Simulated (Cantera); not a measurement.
Feed: 1 mol FeS, 0.34 mol O₂, 38 mol N₂, at 975 K and 100 Torr.

Equilibrium computed with Cantera from the NASA thermochemical tables; the gas is ideal and each condensed phase is pure. Candidate condensed phases: Fe, FeO, FeS, FeSO₄, FeS₂, Fe₂O₃, Fe₂(SO₄)₃, Fe₃O₄, S; 19 gas species. FeS: taken at fixed stoichiometry. Gases not in the tables: S₃ to S₇. Equilibrium is a limit: real reactors are often held back by kinetics, nucleation or transport.

Base state: N₂ 0.995, SO₂ 0.00496, S₂ 0.000465 (mole fractions); condensed: FeS(s) + Fe₃O₄(s).

**Question.** What changes in the equilibrium state with this change: O₂ from 0.34 to 2.9 mol?

**Answer.** 
```json
[
 {"species": "N₂", "before": "0.995", "after": "0.948"},
 {"species": "O₂", "before": "<1e-9", "after": "0.0271"},
 {"species": "SO₂", "before": "0.00496", "after": "0.0218"},
 {"species": "SO₃", "before": "<1e-9", "after": "0.00319"},
 {"species": "S₂", "before": "0.000465", "after": "<1e-9"},
 {"species": "FeS(s), mol", "before": "0.774", "after": "0"},
 {"species": "Fe₃O₄(s), mol", "before": "0.0752", "after": "0"},
 {"species": "Fe₂O₃(s), mol", "before": "0", "after": "0.500"}
]
```

**Question.** What changes in the equilibrium state with this change: temperature from 975 K to 1498.15 K?

**Answer.** 
| species | before | after |
|---|---|---|
| N₂ | 0.995 | 0.992 |
| S₂ | 0.000465 | 0.00468 |
| SO₂ | 0.00496 | 0.00264 |
| SO | 7.75e-7 | 0.000189 |
| S₂O | 7.95e-6 | 2.78e-5 |
| FeS(s), mol | 0.774 | 0 |
| Fe₃O₄(s), mol | 0.0752 | 0 |
| FeO(s), mol | 0 | 0.469 |
| FeS(l), mol | 0 | 0.531 |
Metal and sulfide melt together well below either melting point, which pure phases cannot show. Mutual solubility and eutectic melting of coexisting phases are not modelled. The tables' stoichiometric FeO is somewhat more stable than real wüstite, so its field is too wide. FeO, FeS: taken at fixed stoichiometry.

**Question.** What changes in the equilibrium state with this change: temperature from 975 K to 1223.15 K?

**Answer.** 
```tsv
species	before	after
N₂	0.995	0.994
SO₂	0.00496	0.00488
S₂	0.000465	0.00153
SO	7.75e-7	2.17e-5
S₂O	7.95e-6	1.75e-5
FeS(s), mol	0.774	0.695
Fe₃O₄(s), mol	0.0752	0
FeO(s), mol	0	0.305
```
Metal and sulfide melt together well below either melting point, which pure phases cannot show. Mutual solubility and eutectic melting of coexisting phases are not modelled. The tables' stoichiometric FeO is somewhat more stable than real wüstite, so its field is too wide. FeO, FeS: taken at fixed stoichiometry.
